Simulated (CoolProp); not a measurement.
Vapour pressure (MPa) of dimethyl carbonate: the reference equation beside estimates from Tc = 557.0 K, pc = 4.909 MPa, ω = 0.346. Clausius-Clapeyron is anchored at 385.3 K with a constant enthalpy of vaporisation of 32.41 kJ/mol.

The numbers come from the reference Helmholtz-energy equation of state, Zhou 2011 in CoolProp.

```csv
T (K),reference,Clausius-Clapeyron,Redlich-Kwong,Peng-Robinson
369.1,0.1216,?,0.2655,0.1209
385.3,0.1951,0.1951,0.3880,0.1945
401.6,0.3001,0.2942,0.5482,0.3003
417.8,0.4431,?,?,0.4452
434,0.6332,0.6072,0.9977,0.6391
450.3,0.8816,0.8405,1.300,?
466.5,?,1.135,1.658,?
482.7,1.588,?,2.077,1.621
498.9,2.073,?,2.563,2.120
```

Question: Some entries are withheld; supply them.

Answer: 
- 369.1, Clausius-Clapeyron: 0.1251
- 417.8, Clausius-Clapeyron: 0.4286
- 417.8, Redlich-Kwong: 0.7494
- 450.3, Peng-Robinson: 0.8936
- 466.5, reference: 1.195
- 466.5, Peng-Robinson: 1.217
- 482.7, Clausius-Clapeyron: 1.503
- 498.9, Clausius-Clapeyron: 1.954

Absolute difference from the reference over all 9 rows, mean and median: Clausius-Clapeyron 3.7 and 4.1 %, Redlich-Kwong 63.0 and 57.6 %, Peng-Robinson 1.1 and 0.9 %.
